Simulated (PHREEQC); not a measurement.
Consider water at 25 °C with 0.0022 mol/kgw FeSO4, 4.1e-05 mol/kgw ZnCl2 and 0.073 mol/kgw NaH2PO4. Closed to the air; pH follows from the charge balance.

Computed with PHREEQC (ion-association model, wateq4f.dat).

### Question
The ionic strength comes out as 0.0775 mol/kgw. What activity coefficients do FeH2PO4+, HSO4-, HPO4-2, NaSO4-, H2PO4- get?

### Answer
FeH2PO4+ 0.80, HSO4- 0.79, HPO4-2 0.41, NaSO4- 0.80, H2PO4- 0.80.

Precipitation was switched off in this run. H3PO4, which wateq4f.dat lacks, is added to it with the constant of phreeqc.dat. The database has no phosphate complexes of Zn.
